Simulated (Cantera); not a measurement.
A perfectly stirred reactor is fed with N2O : H2 : N2 = 1 : 0.0046 : 4.2 (molar parts), at 100.0 Torr; it is held at 1425 K, and followed from long to short residence time.

Cantera simulation using GRI-Mech 3.0 (53 species, 325 reactions); the numbers are that mechanism's predictions, not measurements. GRI-Mech 3.0 was tuned for natural gas; its chemistry of N2O as a main component is partial and can be far from experiment. The temperature is held fixed by assumption; the heat of reaction is taken as removed at once.

### Question
What does this change do: temperature 1425 to 1373 K?

### Answer
```tsv
quantity	before	after
x(N2O) at τ = 0.870 s	0.0519	0.0821
x(H2) at τ = 0.870 s	6.41e-6	1.03e-5
x(NO) at τ = 0.870 s	0.0236	0.0167
x(HO2) at τ = 0.870 s	3.97e-8	4.41e-8
x(OH) at τ = 0.870 s	2.52e-5	1.81e-5
x(N2O) at τ = 56.0 ms	0.162	0.176
x(H2) at τ = 56.0 ms	7.12e-5	0.000105
x(NO) at τ = 56.0 ms	0.00510	0.00236
x(HO2) at τ = 56.0 ms	5.73e-7	7.20e-7
x(OH) at τ = 56.0 ms	3.66e-5	2.76e-5
```
The mechanism lacks the step 2 NO + O2 → 2 NO2, which can matter for NO2 below about 1400 K.
